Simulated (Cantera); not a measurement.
Cantera run:

```python
import numpy as np
import cantera as ct

gas_names = """
    CL CL2 H HCL H2 Si SiCL SiCL2 SiCL3 SiCL4 SiH SiHCL3 SiH2 SiH2CL2 SiH3 SiH3CL SiH4 Si2 Si3
""".split()
cond_names = """
    Si(cr) Si(L)
""".split()


# ... load() reads the species with a 1 bar reference pressure and builds the phases ...
atoms = {
    'SiCl4': {'Si': 1, 'CL': 4},
    'H2': {'H': 2},
    'Cl2': {'CL': 2},
}
top_T = {}  # K; cautious upper limits of use, not melting points


# ... equilibrate(T, P, feed) seeds the gas with the atoms and calls Mixture.equilibrate('TP', solver="vcs", rtol=1e-11, max_steps=5000) ...
results = []
feed = {'SiCl4': 1, 'H2': 57, 'Cl2': 0.0055}  # mol
T = 1550  # K
P = 190  # Pa
mix = equilibrate(T, P, feed)
results.append((T, P, feed, dict(zip(mix.species_names, mix.species_moles))))
x = sorted(zip(gas.X, gas.species_names), reverse=True)
print(f"T = {T:g} K  P = {P:g} Pa  gas = {mix.phase_moles(0):.4g} mol")
print("   x: " + "  ".join(f"{s} {v:.3e}" for v, s in x if v > 0.001))
print("   condensed (mol): " + ("  ".join(f"{mix.phase(i).name} {mix.phase_moles(i):.4g}"
      for i in range(1, mix.n_phases) if mix.phase_moles(i) > 1e-12) or "none"))
```

Result:

```
T = 1550 K  P = 190 Pa  gas = 59.03 mol
   x: H2 9.403e-01  HCL 5.004e-02  SiCL2 8.874e-03
   condensed (mol): Si(cr) 0.4715
```

Cantera equilibrium calculation (NASA polynomials, part measured and part estimated; ideal gas, pure solids and liquids). The tables' values for SiCl3, SiCl are old estimates; treat these amounts as uncertain.
